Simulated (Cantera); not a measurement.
An isothermal, constant-pressure homogeneous reactor starts with 8.59 % H₂, 13.9 % O₂, 77.6 % N₂, equivalence ratio 0.31, at 900 K and 82.5 Torr.

Detailed kinetics in Cantera: the H2/O2 subset of GRI-Mech 3.0, which has no nitrogen chemistry. Radical loss at walls, strong at low pressure, is not modelled. Below about 950 K walls govern HO2 and H2O2 in real vessels. The temperature is held fixed by assumption; the heat of reaction is taken as removed at once.

x: mole fraction; the columns are a selection and need not sum to one.

```json
[
 {"t (s)": "8.00e-5", "x H₂": "0.0859", "x O₂": "0.139", "x HO₂": "3.87e-12", "x H": "3.57e-12", "x OH": "<1e-12", "x H₂O": "<1e-12", "x O": "<1e-12"},
 {"t (s)": "0.000349", "x H₂": "0.0859", "x O₂": "0.139", "x HO₂": "2.21e-11", "x H": "2.70e-11", "x OH": "1.55e-12", "x H₂O": "2.30e-11", "x O": "5.57e-12"},
 {"t (s)": "0.00152", "x H₂": "0.0859", "x O₂": "0.139", "x HO₂": "?", "x H": "?", "x OH": "3.19e-10", "x H₂O": "?", "x O": "?"},
 {"t (s)": "0.00664", "x H₂": "0.0106", "x O₂": "0.105", "x HO₂": "1.62e-5", "x H": "0.00318", "x OH": "0.000628", "x H₂O": "0.0765", "x O": "0.000849"},
 {"t (s)": "0.0290", "x H₂": "0.000982", "x O₂": "0.100", "x HO₂": "7.28e-6", "x H": "7.47e-6", "x OH": "2.34e-5", "x H₂O": "0.0887", "x O": "2.62e-5"},
 {"t (s)": "0.126", "x H₂": "0.000227", "x O₂": "0.1000", "x HO₂": "2.94e-6", "x H": "4.33e-7", "x OH": "6.24e-6", "x H₂O": "0.0895", "x O": "3.79e-6"},
 {"t (s)": "0.552", "x H₂": "?", "x O₂": "0.0999", "x HO₂": "?", "x H": "?", "x OH": "?", "x H₂O": "0.0897", "x O": "?"},
 {"t (s)": "2.41", "x H₂": "1.15e-6", "x O₂": "0.0999", "x HO₂": "2.98e-8", "x H": "3.20e-10", "x OH": "9.09e-7", "x H₂O": "0.0897", "x O": "1.80e-8"},
 {"t (s)": "10.5", "x H₂": "6.89e-9", "x O₂": "0.0999", "x HO₂": "7.19e-10", "x H": "2.28e-12", "x OH": "3.16e-7", "x H₂O": "0.0897", "x O": "1.58e-9"},
 {"t (s)": "45.8", "x H₂": "9.94e-11", "x O₂": "0.0999", "x HO₂": "1.13e-10", "x H": "<1e-12", "x OH": "1.33e-7", "x H₂O": "0.0897", "x O": "2.79e-10"},
 {"t (s)": "200", "x H₂": "1.92e-11", "x O₂": "0.0999", "x HO₂": "3.71e-11", "x H": "<1e-12", "x OH": "6.10e-8", "x H₂O": "0.0897", "x O": "5.93e-11"}
]
```

Question: Some entries are withheld; supply them.

Answer: 
- 0.00152, x HO₂: 2.15e-9
- 0.00152, x H: 5.30e-9
- 0.00152, x H₂O: 8.50e-9
- 0.00152, x O: 1.19e-9
- 0.552, x H₂: 3.22e-5
- 0.552, x HO₂: 6.48e-7
- 0.552, x H: 2.13e-8
- 0.552, x OH: 2.27e-6
- 0.552, x O: 3.78e-7
